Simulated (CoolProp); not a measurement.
Vapour-liquid equilibrium of methanol (1) + ethanol (2) at 142.95 °C; x and y are mole fractions of (1).

Computed with CoolProp (multi-fluid Helmholtz-energy mixture model, de Reuck 1993 and Schroeder 2014; pair parameters Bell 2016).

Task: Give the bubble pressure and the first vapour's composition at x = 0.45, 0.55, 0.95. Is there an azeotrope?

Result: x = 0.45: 9.686 bar, y = 0.520; x = 0.55: 10.02 bar, y = 0.618; x = 0.95: 11.53 bar, y = 0.964. No azeotrope shows between x = 0.05 and 0.95.

The pair parameters rest on a limited set of measurements; away from them the model extrapolates.
